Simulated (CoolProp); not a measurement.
Vapour-liquid equilibrium of R22 (1) + acetone (2) at 253.9 K; x and y are mole fractions of (1).

Computed with CoolProp (multi-fluid Helmholtz-energy mixture model, Kamei 1995 and Lemmon 2006; pair parameters Bell 2016).

| x | bubble pressure (kPa) | y at the bubble point | dew pressure at overall composition x (kPa) | liquid density (mol/L) |
|---|---|---|---|---|
| 0.05 | 13.95 | 0.789 | 3.218 | 14.42 |
| 0.15 | 27.55 | 0.900 | 3.594 | 14.59 |
| 0.25 | 38.33 | 0.934 | 4.067 | 14.77 |
| 0.35 | 50.80 | 0.956 | 4.685 | 14.96 |
| 0.45 | 67.52 | 0.972 | 5.523 | 15.15 |
| 0.55 | 90.49 | 0.984 | 6.725 | 15.33 |
| 0.65 | 120.9 | 0.992 | 8.594 | 15.49 |
| 0.75 | 158.4 | 0.997 | 11.89 | 15.61 |
| 0.85 | 199.5 | 0.999 | 19.22 | 15.67 |
| 0.95 | 237.3 | 1.000 | 46.95 | 15.63 |

No azeotrope shows between x = 0.05 and 0.95.

The pair parameters rest on a limited set of measurements; away from them the model extrapolates.
